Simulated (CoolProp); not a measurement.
Model: reference Helmholtz-energy equation of state, Schroeder 2014, in CoolProp.

**Question.** Give the vapour pressure (MPa), liquid viscosity (µPa s), liquid conductivity (mW/(m K)) of saturated ethanol at 260.2, 268.3, 288.6 K.

**Answer.** 
| T (K) | p (MPa) | liquid viscosity (µPa s) | liquid conductivity (mW/(m K)) |
|---|---|---|---|
| 260.2 | 0.000612 | 2450 | 172 |
| 268.3 | 0.00113 | 2030 | 170 |
| 288.6 | 0.00445 | 1310 | 165 |

Viscosity comes from a separate model (Kiselev 2005). Thermal conductivity comes from a separate model (Assael 2013).
